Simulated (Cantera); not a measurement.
A closed system holds: 1 mol SiH4, 24 mol N2, held at 1625 K and 133 Pa.

Cantera equilibrium calculation (NASA polynomials, part measured and part estimated; ideal gas, pure solids and liquids). Candidate condensed phases: Si, Si3N4; 18 gas species. Rates play no part.

Q: What is the equilibrium state?

A: 
- x(N2) = 0.921
- x(H2) = 0.0786
- x(H) = 0.000542
- x(Si) = 6.32e-5
- x(SiN) = 1.74e-6
- x(Si2N) = 1.55e-6
- x(SiH) = 1.29e-6
- n(Si3N4(s)) = 0.333 mol
- gas amount = 25.34 mol
- log10 activity of Si(s) (absent) = -0.29
